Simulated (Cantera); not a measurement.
Charge: 1 mol N2O, 0.096 mol H2O, at 1125 K and 13.0 Pa.

Equilibrium computed with Cantera from the NASA thermochemical tables; the gas is ideal and each condensed phase is pure. Candidate condensed phases: H2O; 24 gas species. Kinetics and transport are ignored.

Base state: N2 0.627, O2 0.313, H2O 0.0601, NO 0.000116 (mole fractions); condensed: gas only.

Problem. What changes in the equilibrium state with this change: temperature from 1125 K to 1473.15 K?

Solution. 
```csv
species,before,after
N2,0.627,0.626
O2,0.313,0.312
H2O,0.0601,0.0599
NO,0.000116,0.00116
O,2.27e-7,0.000137
H2,2.27e-8,1.23e-5
```
